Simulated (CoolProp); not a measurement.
R125 at several states: density (kg/m³) from the reference equation and from simpler models built on Tc = 339.2 K, pc = 36.18 bar, ω = 0.305; each cubic takes its own stable root.

Computed with CoolProp (reference Helmholtz-energy equation of state, Lemmon 2005).

| T (K) | p (bar) | phase | reference | van der Waals | Redlich-Kwong |
|---|---|---|---|---|---|
| 384 | 31.4 | gas | 150.0 | (withheld) | 153.5 |
| 316.4 | 97.9 | liquid | 1197 | (withheld) | 1056 |
| 450.8 | 0.334 | gas | 1.071 | 1.071 | 1.071 |
| 230.5 | 7.34 | liquid | (withheld) | (withheld) | 1305 |
| 490.2 | 0.441 | gas | 1.300 | 1.300 | 1.300 |

Task: Some entries are withheld; supply them.

Result: 
- 384, van der Waals: 153.0
- 316.4, van der Waals: 812.2
- 230.5, reference: 1496
- 230.5, van der Waals: 895.4
